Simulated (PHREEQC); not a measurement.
Solution (53 °C): 0.0067 mol/kgw K2CO3, 0.014 mol/kgw K2SO4 and 0.016 mol/kgw KH2PO4. Closed to the air; pH follows from the charge balance.

Computed with PHREEQC (ion-association model, wateq4f.dat).

| quantity | before | after |
|---|---|---|
| pH | 6.82 | 6.97 |
| ionic strength (mol/kgw) | 0.0735 | 0.0761 |
| H2PO4- (mol/kgw) | 0.00805 | 0.00784 |
| HPO4-2 (mol/kgw) | 0.00764 | 0.00781 |
| HCO3- (mol/kgw) | 0.00544 | 0.00524 |

**Question.** Which change was made?
(A) temperature from 53 to 5 °C
(B) K2CO3 from 0.0067 to 0.0335 mol/kgw
(C) K2CO3 replaced by Cs2CO3 at the same molality
(D) K2SO4 from 0.014 to 0.007 mol/kgw
(E) diluted 2-fold with water

**Answer.** A, temperature from 53 to 5 °C

Precipitation was switched off in this run. H3PO4, which wateq4f.dat lacks, is added to it with the constant of phreeqc.dat. Away from 25 °C the constants follow the database's enthalpies or fits; those with neither stay at their 25 °C values.
